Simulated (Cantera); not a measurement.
An adiabatic, constant-volume homogeneous reactor starts with C3H8 : O2 : N2 = 1 : 8.93 : 25.9 (molar parts), at 1173 K and 2550 Torr. Integrator tolerance rtol = 1e-08.

Detailed kinetics in Cantera: GRI-Mech 3.0 (53 species, 325 reactions). GRI-Mech 3.0 was tuned for natural gas; its chemistry of propane as a main component is partial and can be far from experiment.

| quantity | before | after |
|---|---|---|
| time of steepest temperature rise | 4.30 ms | 0.990 ms |
| temperature at 5.00 s | 2713 K | 2749 K |
| equilibrium temperature | 2713 K | 2749 K |
| x(C3H8) at 5.00 s | <1e-12 (gas-phase equilibrium <1e-12) | <1e-12 (gas-phase equilibrium <1e-12) |
| x(O2) at 5.00 s | 0.0953 (gas-phase equilibrium 0.0953) | 0.0948 (gas-phase equilibrium 0.0948) |
| x(CH2CO) at 5.00 s | <1e-12 (gas-phase equilibrium <1e-12) | <1e-12 (gas-phase equilibrium <1e-12) |
| x(CO2) at 5.00 s | 0.0720 (gas-phase equilibrium 0.0720) | 0.0704 (gas-phase equilibrium 0.0704) |
| x(O) at 5.00 s | 0.00414 (gas-phase equilibrium 0.00414) | 0.00491 (gas-phase equilibrium 0.00491) |
| x(N2O) at 5.00 s | 3.04e-6 (gas-phase equilibrium 3.04e-6) | 3.12e-6 (gas-phase equilibrium 3.12e-6) |
| x(H2O) at 5.00 s | 0.0988 (gas-phase equilibrium 0.0988) | 0.0975 (gas-phase equilibrium 0.0975) |

Which change was made?
(A) initial temperature 1173 to 1575 K
(B) initial temperature 1173 to 975 K
(C) pressure from 2550 Torr to 15800 Torr
(D) initial temperature 1173 to 1250 K

D, initial temperature 1173 to 1250 K
